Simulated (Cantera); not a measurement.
## Dilute partial oxidation

A perfectly stirred reactor is fed with 0.605 % CH2O, 0.287 % O2, 99.1 % N2, equivalence ratio 2.1, at 1.97 atm; it is held at 1575 K, and followed from long to short residence time.

Model: GRI-Mech 3.0 (53 species, 325 reactions), integrated in Cantera.

| τ (s) | x CH2O | x O2 | x H2 | x CO2 | x CH3 | x C2H2 | x CH2CO |
|---|---|---|---|---|---|---|---|
| 0.88 | 1.50e-7 | 2.66e-6 | 0.00234 | 0.00208 | 7.67e-11 | <1e-12 | <1e-12 |
| 0.49 | 2.03e-7 | 3.68e-6 | 0.00232 | 0.00208 | 1.12e-10 | <1e-12 | 1.05e-12 |
| 0.28 | 2.73e-7 | 5.05e-6 | 0.00231 | 0.00208 | 1.61e-10 | <1e-12 | 1.33e-12 |
| 0.15 | 3.80e-7 | 7.28e-6 | 0.00228 | 0.00208 | 2.41e-10 | <1e-12 | 1.69e-12 |
| 0.087 | 5.11e-7 | 1.01e-5 | 0.00226 | 0.00208 | 3.45e-10 | <1e-12 | 2.06e-12 |
| 0.049 | 7.02e-7 | 1.46e-5 | 0.00222 | 0.00207 | 5.08e-10 | <1e-12 | 2.53e-12 |
| 0.027 | 9.88e-7 | 2.16e-5 | 0.00217 | 0.00206 | 7.59e-10 | <1e-12 | 3.18e-12 |
| 0.015 | 1.40e-6 | 3.24e-5 | 0.00212 | 0.00204 | 1.13e-9 | <1e-12 | 4.13e-12 |
| 0.0085 | 2.00e-6 | 4.87e-5 | 0.00206 | 0.00201 | 1.63e-9 | <1e-12 | 5.60e-12 |
| 0.0048 | 2.93e-6 | 7.45e-5 | 0.00200 | 0.00195 | 2.34e-9 | <1e-12 | 8.14e-12 |
| 0.0027 | 4.41e-6 | 0.000115 | 0.00194 | 0.00186 | 3.34e-9 | <1e-12 | 1.30e-11 |
x: mole fraction; the columns are a selection and need not sum to one.
